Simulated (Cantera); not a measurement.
A freely propagating, adiabatic, planar premixed flame of H2 : O2 : N2 = 1 : 0.455 : 1.68 (molar parts), equivalence ratio 1.1, unburnt at 675 K and 1.10 bar; mixture-averaged transport, grid criteria slope 0.08 and curve 0.16, no radiation.

Model: the H2/O2 subset of GRI-Mech 3.0, which has no nitrogen chemistry, integrated in Cantera. Burning velocities carry a grid error of a few per cent, more on coarse grids.

x: mole fraction of selected species; z is measured from the peak of heat release.

```json
[
 {"z (mm)": "-1.31", "T (K)": "675", "u (m/s)": "10.0", "x H2": "0.319", "x O2": "0.145", "x H2O2": "<1e-8", "x HO2": "<1e-8", "x OH": "<1e-8", "x O": "<1e-8"},
 {"z (mm)": "-0.873", "T (K)": "675", "u (m/s)": "10.0", "x H2": "0.319", "x O2": "0.145", "x H2O2": "<1e-8", "x HO2": "<1e-8", "x OH": "<1e-8", "x O": "<1e-8"},
 {"z (mm)": "-0.654", "T (K)": "675", "u (m/s)": "10.0", "x H2": "0.319", "x O2": "0.145", "x H2O2": "<1e-8", "x HO2": "<1e-8", "x OH": "<1e-8", "x O": "<1e-8"},
 {"z (mm)": "-0.436", "T (K)": "675", "u (m/s)": "10.0", "x H2": "0.319", "x O2": "0.145", "x H2O2": "<1e-8", "x HO2": "…", "x OH": "<1e-8", "x O": "<1e-8"},
 {"z (mm)": "-0.218", "T (K)": "684", "u (m/s)": "10.1", "x H2": "0.317", "x O2": "0.145", "x H2O2": "1.45e-6", "x HO2": "0.000190", "x OH": "3.50e-5", "x O": "7.71e-6"},
 {"z (mm)": "-0.109", "T (K)": "844", "u (m/s)": "12.3", "x H2": "0.290", "x O2": "0.141", "x H2O2": "8.25e-6", "x HO2": "0.000194", "x OH": "0.000714", "x O": "0.000369"},
 {"z (mm)": "0", "T (K)": "1283", "u (m/s)": "18.0", "x H2": "0.173", "x O2": "0.0979", "x H2O2": "5.02e-6", "x HO2": "8.80e-5", "x OH": "0.00457", "x O": "0.00666"},
 {"z (mm)": "0.109", "T (K)": "1607", "u (m/s)": "22.2", "x H2": "0.0780", "x O2": "0.0385", "x H2O2": "2.72e-6", "x HO2": "3.21e-5", "x OH": "0.0120", "x O": "0.0133"},
 {"z (mm)": "0.218", "T (K)": "1757", "u (m/s)": "24.1", "x H2": "0.0634", "x O2": "0.0253", "x H2O2": "1.61e-6", "x HO2": "1.88e-5", "x OH": "0.0156", "x O": "0.0137"},
 {"z (mm)": "0.436", "T (K)": "…", "u (m/s)": "26.0", "x H2": "0.0625", "x O2": "…", "x H2O2": "…", "x HO2": "…", "x OH": "0.0183", "x O": "…"},
 {"z (mm)": "0.873", "T (K)": "2087", "u (m/s)": "28.0", "x H2": "0.0615", "x O2": "0.0170", "x H2O2": "4.92e-7", "x HO2": "8.78e-6", "x OH": "0.0198", "x O": "0.00936"},
 {"z (mm)": "1.75", "T (K)": "2252", "u (m/s)": "29.8", "x H2": "0.0582", "x O2": "0.0132", "x H2O2": "3.17e-7", "x HO2": "5.73e-6", "x OH": "0.0198", "x O": "0.00663"},
 {"z (mm)": "3.49", "T (K)": "2397", "u (m/s)": "31.4", "x H2": "0.0534", "x O2": "0.00970", "x H2O2": "2.40e-7", "x HO2": "3.79e-6", "x OH": "0.0183", "x O": "0.00428"}
]
```

Task: What belongs in the gaps?

Result: 
- -0.436, x HO2: 4.85e-7
- 0.436, T (K): 1919
- 0.436, x O2: 0.0207
- 0.436, x H2O2: 8.69e-7
- 0.436, x HO2: 1.29e-5
- 0.436, x O: 0.0119
